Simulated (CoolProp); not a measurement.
Vapour-liquid equilibrium of fluoroethane (R161) (1) + R134a (2) at -40.15 °C; x and y are mole fractions of (1).

The numbers come from the multi-fluid Helmholtz-energy mixture model, Wu 2012 and Tillner-Roth 1994; pair parameters Bell 2016 in CoolProp.

**Question.** Give the bubble pressure and the first vapour's composition at x = 0.05, 0.25, 0.65. Is there an azeotrope?

**Answer.** x = 0.05: 0.05223 MPa, y = 0.075; x = 0.25: 0.05848 MPa, y = 0.350; x = 0.65: 0.07386 MPa, y = 0.770. No azeotrope shows between x = 0.05 and 0.95.

Pair parameters are fitted to limited data, so mixtures are less certain than the pure fluids.
